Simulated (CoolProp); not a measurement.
Saturation properties of benzene.

Model: reference Helmholtz-energy equation of state, Thol 2012, in CoolProp.

```csv
T (K),p (MPa),vapour density (kg/m³),enthalpy of vaporisation (kJ/kg),liquid cp (kJ/(kg K)),surface tension (mN/m)
288.1,0.007826,0.2565,440.8,1.710,29.5
302.9,0.01574,0.4925,430.1,1.748,27.6
317.7,0.02930,0.8785,419.5,1.791,25.6
332.5,0.05106,1.473,408.8,1.837,23.7
347.3,0.08414,2.346,398.0,1.885,21.8
362.1,0.1322,3.576,387.0,1.936,20.0
376.9,0.1992,5.254,375.6,1.988,18.2
391.7,0.2897,7.483,363.7,2.043,16.4
406.5,0.4085,10.38,351.2,2.100,14.6
```

It boils at 353.2 K under 1 atm.

Surface tension comes from a separate correlation (Mulero 2012).
